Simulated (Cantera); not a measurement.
A perfectly stirred reactor is fed with 27.9 % CO, 4.47 % H₂, 13.5 % O₂, 50.8 % N₂, 3.35 % CO₂, at 3.65 atm; it is adiabatic with a 375 K inlet, and is followed from long to short residence time, starting on the burning branch (τ in s: 0.043, 0.018, 0.0076, 0.0032, 0.0014, 0.00058, 0.00024, 0.0001, 4.4e-05, 1.8e-05, 7.8e-06, 3.3e-06).

Model: GRI-Mech 3.0 (53 species, 325 reactions), integrated in Cantera. The hydrogen kinetics of GRI-Mech 3.0 are dated; newer H2 mechanisms differ, most at raised pressure.

Problem. Predict: blow-out, bracketed by the residence times tried; x(CO) at τ = 43.0 ms; x(H₂) at τ = 43.0 ms; x(O₂) at τ = 43.0 ms; x(H) at τ = 43.0 ms; x(NO) at τ = 43.0 ms; x(CO) at τ = 0.240 ms; x(H₂) at τ = 0.240 ms; x(O₂) at τ = 0.240 ms; x(H) at τ = 0.240 ms; x(NO) at τ = 0.240 ms.

Solution. 
```json
{
  "blow_out_bracketed_by_the_residence_times_tried": "burning at 44.0 µs, out at 18.0 µs",
  "x(CO) at τ = 43.0 ms": "0.0704",
  "x(H₂) at τ = 43.0 ms": "0.00198",
  "x(O₂) at τ = 43.0 ms": "0.00366",
  "x(H) at τ = 43.0 ms": "0.000488",
  "x(NO) at τ = 43.0 ms": "0.00167",
  "x(CO) at τ = 0.240 ms": "0.113",
  "x(H₂) at τ = 0.240 ms": "0.00388",
  "x(O₂) at τ = 0.240 ms": "0.0257",
  "x(H) at τ = 0.240 ms": "0.00487",
  "x(NO) at τ = 0.240 ms": "0.000131"
}
```
